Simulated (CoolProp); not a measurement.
Vapour pressure (MPa) of R236EA: the reference equation beside estimates from Tc = 412.4 K, pc = 3.414 MPa, ω = 0.368.

The numbers come from the reference Helmholtz-energy equation of state, Rui 2013 in CoolProp.

```
T (K)  reference  van der Waals  Soave-Redlich-Kwong  Peng-Robinson
-----  ---------  -------------  -------------------  -------------
327.6     0.5172          1.266               0.5222         0.5159
332.9     0.5986          1.364               0.6052         0.5975
338.2     0.6894          1.466               0.6977            [?]
343.5     0.7903          1.573               0.8006         0.7898
348.7     0.8997          1.682               0.9121         0.8999
354        1.023          1.798                1.037          1.024
359.3      1.158            [?]                1.175          1.160
364.6      1.306          2.046                1.326          1.309
369.8      1.465          2.174                1.488          1.470
375.1      1.642          2.310                1.667          1.648
380.4      1.834          2.451                1.861          1.843
385.7      2.044          2.597                2.072          2.054
390.9      2.267          2.746                  [?]          2.279
396.2      2.514          2.902                2.542          2.527
```

Fill in the missing entries.


- 338.2, Peng-Robinson: 0.6886
- 359.3, van der Waals: 1.920
- 390.9, Soave-Redlich-Kwong: 2.296

Absolute difference from the reference over all 14 rows, mean and median: van der Waals 68.3 and 61.2 %, Soave-Redlich-Kwong 1.3 and 1.4 %, Peng-Robinson 0.3 and 0.2 %.
